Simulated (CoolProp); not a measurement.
Vapour-liquid equilibrium of ethylene (1) + 1-butene (2) at 212.7 K; x and y are mole fractions of (1).

Model: multi-fluid Helmholtz-energy mixture model, Smukala 2000 and Lemmon 2005; pair parameters Bell 2016, in CoolProp.

```csv
x,bubble pressure (kPa),y at the bubble point,dew pressure at overall composition x (kPa),liquid density (mol/L)
0.05,42.74,(withheld),6.826,12.44
0.125,96.83,0.938,7.409,12.81
0.2,150.8,0.963,8.100,13.19
0.275,204.7,0.974,8.933,13.58
0.35,258.7,0.981,9.955,13.99
0.425,312.7,0.986,11.24,14.42
0.5,366.8,0.989,12.91,(withheld)
0.575,420.9,0.991,15.16,15.31
0.65,475.2,0.993,18.35,15.77
0.725,529.7,0.995,23.26,16.24
0.8,584.8,0.997,31.74,16.70
0.875,641.1,0.998,49.94,(withheld)
0.95,700.1,0.999,116.8,(withheld)
```

Question: What belongs in the gaps?

Answer: 
- 0.05, y at the bubble point: 0.853
- 0.5, liquid density (mol/L): 14.86
- 0.875, liquid density (mol/L): 17.15
- 0.95, liquid density (mol/L): 17.57

No azeotrope shows between x = 0.05 and 0.95.

Pair parameters are fitted to limited data, so mixtures are less certain than the pure fluids.
